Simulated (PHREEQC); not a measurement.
A column of 0.5 m (30 cells, dispersivity 0.018 m, 3600 s a shift, diffusion coefficient 3e-10 m²/s) holds 0.034 eq of the database's cation exchanger X per kg of pore water, first in equilibrium with 0.065 mol/kgw BaCl2 and 1e-05 mol/kgw HCl. It is flushed with 0.89 mmol/kgw KCl, 19 mmol/kgw MnCl2 and 0.01 mmol/kgw HCl, at 25 °C. Values are for the last cell. CO2 from the air is kept out. Nothing may precipitate in this run.

Base run: PHREEQC, ion-association model, phreeqc.dat. Each further column changes one thing. The table gives Mn in solution (mol/kgw).

| pore volumes | base | exchange capacity from 0.034 to 0.017 eq/kgw | dispersivity from 0.018 to 0.036 m |
|---|---|---|---|
| 0 | 0 | 0 | 0 |
| 0.4167 | 2.40e-6 | 4.63e-6 | 9.53e-5 |
| 0.8167 | 0.00200 | 0.00310 | 0.00359 |
| 1.217 | 0.00611 | 0.00918 | 0.00766 |
| 1.617 | 0.00923 | 0.0127 | 0.0101 |
| 2.017 | 0.0122 | 0.0155 | 0.0122 |
| 2.417 | 0.0144 | 0.0172 | 0.0140 |
| 2.817 | 0.0159 | 0.0181 | 0.0154 |
| 3.217 | 0.0169 | 0.0186 | 0.0164 |
| 3.617 | 0.0176 | 0.0188 | 0.0171 |
| 4.017 | 0.0181 | 0.0189 | 0.0177 |
